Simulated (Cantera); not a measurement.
A Cantera script and its output.

```python
import numpy as np
import cantera as ct

gas = ct.Solution("gri30.yaml")
gas.TPX = 1273, 180000, {'CO': 0.01, 'O2': 0.025, 'H2O': 0.0019, 'N2': 1}
reactor = ct.IdealGasConstPressureReactor(gas, energy="off", clone=False)
net = ct.ReactorNet([reactor])
net.rtol, net.atol = 1e-08, 1e-18
show = ['CO', 'O2', 'H2O', 'H', 'H2']
times = np.geomspace(0.0004, 4, 15)

steps = ct.SolutionArray(gas, extra=["t"])
rows = []
print(f"{'t/s':>10s}{'T/K':>9s}{'P/Pa':>11s}" + "".join(f"{s:>11s}" for s in show))
for t in times:
    while net.time < t:
        t_next = net.step()
        steps.append(gas.state, t=t_next)
    rows.append([np.interp(t, steps.t, y) for y in (steps.T, steps.P, *steps(*show).X.T)])
    print(f"{t:10.3e}{rows[-1][0]:9.1f}{rows[-1][1]:11.4g}" + "".join(f"{x:11.3e}" for x in rows[-1][2:]))
rate = np.gradient(steps.T, steps.t)
print("integrator steps:", len(steps.t))
if steps.T.max() > steps.T[0] + 200:
    print(f"time of steepest temperature rise: {steps.t[rate.argmax()]:.4e} s")
gas.TPX = 1273, 180000, {'CO': 0.01, 'O2': 0.025, 'H2O': 0.0019, 'N2': 1}
gas.equilibrate("TP")
print(f"equilibrium (TP): T = {gas.T:.1f} K  " + "  ".join(f"{s} {gas[s].X[0]:.3e}" for s in show))
```

It prints:

```
       t/s      T/K       P/Pa         CO         O2        H2O          H         H2
 4.000e-04   1273.0    1.8e+05  9.644e-03  2.411e-02  1.832e-03  1.673e-09  2.122e-10
 7.723e-04   1273.0    1.8e+05  9.644e-03  2.411e-02  1.832e-03  1.056e-08  2.035e-09
 1.491e-03   1273.0    1.8e+05  9.635e-03  2.410e-02  1.831e-03  2.598e-07  6.836e-08
 2.879e-03   1273.0    1.8e+05  8.531e-03  2.343e-02  1.778e-03  2.935e-05  1.690e-05
 5.558e-03   1273.0    1.8e+05  4.289e-03  2.139e-02  1.786e-03  2.063e-05  1.690e-05
 1.073e-02   1273.0    1.8e+05  1.685e-03  2.016e-02  1.814e-03  5.642e-06  6.950e-06
 2.072e-02   1273.0    1.8e+05  5.561e-04  1.964e-02  1.829e-03  1.182e-06  2.188e-06
 4.000e-02   1273.0    1.8e+05  1.578e-04  1.945e-02  1.835e-03  2.056e-07  5.707e-07
 7.723e-02   1273.0    1.8e+05  3.906e-05  1.940e-02  1.838e-03  3.132e-08  1.373e-07
 1.491e-01   1273.0    1.8e+05  8.640e-06  1.938e-02  1.840e-03  4.506e-09  3.354e-08
 2.879e-01   1273.0    1.8e+05  1.708e-06  1.938e-02  1.840e-03  7.130e-10  9.000e-09
 5.558e-01   1273.0    1.8e+05  2.761e-07  1.938e-02  1.841e-03  1.574e-10  3.031e-09
 1.073e+00   1273.0    1.8e+05  3.549e-08  1.938e-02  1.841e-03  5.188e-11  1.384e-09
 2.072e+00   1273.0    1.8e+05  8.150e-09  1.938e-02  1.841e-03  2.032e-11  7.381e-10
 4.000e+00   1273.0    1.8e+05  4.834e-09  1.938e-02  1.841e-03  1.274e-11  5.407e-10
integrator steps: 1463
equilibrium (TP): T = 1273.0 K  CO 4.606e-09  O2 1.933e-02  H2O 1.841e-03  H 1.230e-11  H2 5.287e-10
```

Cantera simulation using GRI-Mech 3.0 (53 species, 325 reactions); the numbers are that mechanism's predictions, not measurements.
